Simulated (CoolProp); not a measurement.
Vapour-liquid equilibrium of propylene (1) + R114 (2) at 55.25 °C; x and y are mole fractions of (1).

Model: multi-fluid Helmholtz-energy mixture model, Lemmon 2013 and Platzer 1990; pair parameters Bell 2016, in CoolProp. This equation is an older, rougher fit; its heat capacities, sound speeds and derivatives of the liquid may be far off and weren't checked against measurements.

```csv
x,bubble pressure (MPa),y at the bubble point,dew pressure at overall composition x (MPa),liquid density (mol/L)
0.05,0.6143,0.182,0.5377,8.037
0.125,0.7666,0.369,0.5788,8.198
0.2,0.9171,0.496,0.6263,8.362
0.275,1.063,0.587,0.6819,8.528
0.35,1.204,0.657,0.7476,8.697
0.425,1.338,0.711,0.8265,8.870
0.5,1.467,0.757,0.9225,9.049
0.575,1.592,0.797,1.041,9.235
0.65,1.714,0.833,1.189,9.429
0.725,1.835,0.868,1.375,9.637
0.8,1.956,0.902,1.602,9.860
0.875,2.080,0.937,1.861,10.11
0.95,2.207,0.974,2.127,10.38
```

No azeotrope shows between x = 0.05 and 0.95.

Pair parameters are fitted to limited data, so mixtures are less certain than the pure fluids.
